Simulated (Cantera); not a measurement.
A perfectly stirred reactor is fed with CH4 : H2 : O2 : N2 = 1 : 0.38 : 4.38 : 16.5 (molar parts), at 100000 Pa; it is adiabatic with a 575 K inlet, and is followed from long to short residence time, starting on the burning branch (τ in s: 0.087, 0.032, 0.012, 0.0044, 0.0016, 0.00061, 0.00023, 8.4e-05, 3.1e-05, 1.1e-05, 4.3e-06).

Cantera simulation using GRI-Mech 3.0 (53 species, 325 reactions); the numbers are that mechanism's predictions, not measurements.

What does this change do: H2 0.38 to 0.29 parts?


```
quantity                                                                       before                                after
------------------------------------------------  -----------------------------------  -----------------------------------
blow-out, bracketed by the residence times tried  burning at 0.230 ms, out at 84.0 µs  burning at 0.230 ms, out at 84.0 µs
x(CH4) at τ = 87.0 ms                                                         1.16e-5                              1.29e-5
x(H2) at τ = 87.0 ms                                                          8.16e-5                              7.36e-5
x(O2) at τ = 87.0 ms                                                           0.0991                                0.101
x(NO) at τ = 87.0 ms                                                          8.60e-6                              7.12e-6
x(C2H) at τ = 87.0 ms                                                          <1e-12                               <1e-12
x(CH4) at τ = 0.610 ms                                                       0.000326                             0.000373
x(H2) at τ = 0.610 ms                                                         0.00173                              0.00160
x(O2) at τ = 0.610 ms                                                           0.102                                0.105
x(NO) at τ = 0.610 ms                                                         3.43e-6                              2.75e-6
x(C2H) at τ = 0.610 ms                                                       9.60e-12                             9.06e-12
```

What does this change do: 1 parts CO2 added?


```json
[
 {"quantity": "blow-out, bracketed by the residence times tried", "before": "burning at 0.230 ms, out at 84.0 µs", "after": "burning at 0.610 ms, out at 0.230 ms"},
 {"quantity": "x(CH4) at τ = 87.0 ms", "before": "1.16e-5", "after": "1.48e-5"},
 {"quantity": "x(H2) at τ = 87.0 ms", "before": "8.16e-5", "after": "7.37e-5"},
 {"quantity": "x(O2) at τ = 87.0 ms", "before": "0.0991", "after": "0.0949"},
 {"quantity": "x(NO) at τ = 87.0 ms", "before": "8.60e-6", "after": "4.88e-6"},
 {"quantity": "x(C2H) at τ = 87.0 ms", "before": "<1e-12", "after": "<1e-12"},
 {"quantity": "x(CH4) at τ = 0.610 ms", "before": "0.000326", "after": "0.000466"},
 {"quantity": "x(H2) at τ = 0.610 ms", "before": "0.00173", "after": "0.00169"},
 {"quantity": "x(O2) at τ = 0.610 ms", "before": "0.102", "after": "0.0994"},
 {"quantity": "x(NO) at τ = 0.610 ms", "before": "3.43e-6", "after": "1.85e-6"},
 {"quantity": "x(C2H) at τ = 0.610 ms", "before": "9.60e-12", "after": "8.36e-12"}
]
```

What does this change do: CH4 1 to 1.5 parts?


```json
[
 {"quantity": "blow-out, bracketed by the residence times tried", "before": "burning at 0.230 ms, out at 84.0 µs", "after": "burning at 84.0 µs, out at 31.0 µs"},
 {"quantity": "x(CH4) at τ = 87.0 ms", "before": "1.16e-5", "after": "3.95e-6"},
 {"quantity": "x(H2) at τ = 87.0 ms", "before": "8.16e-5", "after": "0.000520"},
 {"quantity": "x(O2) at τ = 87.0 ms", "before": "0.0991", "after": "0.0523"},
 {"quantity": "x(NO) at τ = 87.0 ms", "before": "8.60e-6", "after": "0.000466"},
 {"quantity": "x(C2H) at τ = 87.0 ms", "before": "<1e-12", "after": "<1e-12"},
 {"quantity": "x(CH4) at τ = 0.610 ms", "before": "0.000326", "after": "0.000143"},
 {"quantity": "x(H2) at τ = 0.610 ms", "before": "0.00173", "after": "0.00484"},
 {"quantity": "x(O2) at τ = 0.610 ms", "before": "0.102", "after": "0.0571"},
 {"quantity": "x(NO) at τ = 0.610 ms", "before": "3.43e-6", "after": "3.62e-5"},
 {"quantity": "x(C2H) at τ = 0.610 ms", "before": "9.60e-12", "after": "9.66e-11"}
]
```
